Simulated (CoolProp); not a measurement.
A Linde-Hampson liquefier for ethylene: isothermal reversible compression at 290 K from 1 atm to 40 MPa, throttling to 1 atm, return gas leaving the recuperator 0 K below the feed. Each further row changes one setting.

The numbers come from the reference Helmholtz-energy equation of state, Smukala 2000 in CoolProp.

| case | liquid yield per pass | compression work (kJ/kg of gas) |
|---|---|---|
| as stated | ___ | 395 |
| high pressure 80 MPa | 0.447 | ___ |
| warm-end temperature 320 K | ___ | 468 |
| warm-end gap 5 K | ___ | 395 |

Question: Fill in the missing entries.

Answer: 
- as stated, liquid yield per pass: 0.501
- high pressure 80 MPa, compression work (kJ/kg of gas): 476
- warm-end temperature 320 K, liquid yield per pass: 0.428
- warm-end gap 5 K, liquid yield per pass: 0.495
